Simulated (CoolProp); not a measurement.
A closed Brayton cycle with carbon dioxide: compressor inlet 324.15 K and 9.5 MPa, high pressure 32 MPa, turbine inlet 620 K, compressor efficiency 0.89, turbine efficiency 0.9, recuperator effectiveness 0.95 (on enthalpy, no pinch check). Each further row changes one setting.

Computed with CoolProp (reference Helmholtz-energy equation of state, Span 1996).

```
case                           thermal efficiency (%)  net work (kJ/kg)  compressor to turbine work  compressor exit (K)  turbine exit (K)
-----------------------------  ----------------------  ----------------  --------------------------  -------------------  ----------------
as stated                                        25.1              53.3                        0.51                410.2             495.4
turbine inlet 570 K                        (withheld)              40.2                        0.58                410.2             450.4
compressor inlet 334.15 K                        21.9              43.4                  (withheld)                434.0             495.4
high pressure 27.2 MPa                     (withheld)        (withheld)                        0.47                398.4             511.6
recuperator effectiveness 0.5                    20.7              53.3                        0.51                410.2             495.4
```

Q: Fill in the missing entries.

A: 
- turbine inlet 570 K, thermal efficiency (%): 20.5
- compressor inlet 334.15 K, compressor to turbine work: 0.60
- high pressure 27.2 MPa, thermal efficiency (%): 25.8
- high pressure 27.2 MPa, net work (kJ/kg): 50.6
